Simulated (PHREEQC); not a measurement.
Dissolve 0.00395 mol Cu(NO3)2 per kg of water at 35 °C. It is in equilibrium with CO2 at log p = -2 (atm). Otherwise closed; pH follows from the charge balance.

Model: ion-association model, wateq4f.dat, run in PHREEQC.

No solid was allowed to form.

Question: What pH does the model give?

Answer: pH 4.68.

Question: In which forms is C present?

Answer: CO2 94 %, CuHCO3+ 3.2 %, HCO3- 2.5 % of the C.
